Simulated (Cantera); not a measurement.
## Thermodynamics of silicon etching in halogen gases, feed Si + HBr + H2

A closed system holds: 1 mol Si, 9.9 mol HBr, 0.98 mol H2, at 10000 Pa.

These are equilibrium values from Cantera (NASA tables, ideal gas, pure condensed phases), not measurements of a reactor. Candidate condensed phases: Br2, Si; 19 gas species. The tables' values for SiBr3 are old estimates; treat these amounts as uncertain. Equilibrium is a limit: real reactors are often held back by kinetics, nucleation or transport.

```
T (K)  x HBr   x H2  x SiBr4   x SiBr2   x SiBr3  x SiHBr3      x Br    x Br2
-----  -----  -----  -------  --------  --------  --------  --------  -------
825    0.597  0.302    0.101   1.93e-9   3.94e-7   3.50e-5   2.76e-7  3.42e-8
875    0.597  0.302    0.101   2.01e-8   1.66e-6   6.28e-5   9.76e-7  8.36e-8
925    0.597  0.302    0.101   1.61e-7   5.96e-6  0.000106   3.01e-6  1.86e-7
975    0.597  0.301    0.101   1.04e-6   1.87e-5  0.000168   8.29e-6  3.82e-7
1025   0.597  0.301    0.101   5.54e-6   5.24e-5  0.000255   2.07e-5  7.33e-7
1075   0.598  0.301    0.101   2.52e-5  0.000133  0.000371   4.75e-5  1.32e-6
1125   0.598  0.301    0.100   9.94e-5  0.000309  0.000520  0.000102  2.27e-6
1175   0.599  0.300   0.0994  0.000345  0.000663  0.000704  0.000204  3.74e-6
1225   0.600  0.299   0.0977   0.00106   0.00132  0.000916  0.000388  5.95e-6
1275   0.603  0.295   0.0943   0.00290   0.00242   0.00113  0.000707  9.23e-6
```
x: gas mole fraction; nothing condenses.

From 825 K to 1275 K nothing is condensed. The main Si-bearing gas is SiBr4 throughout.
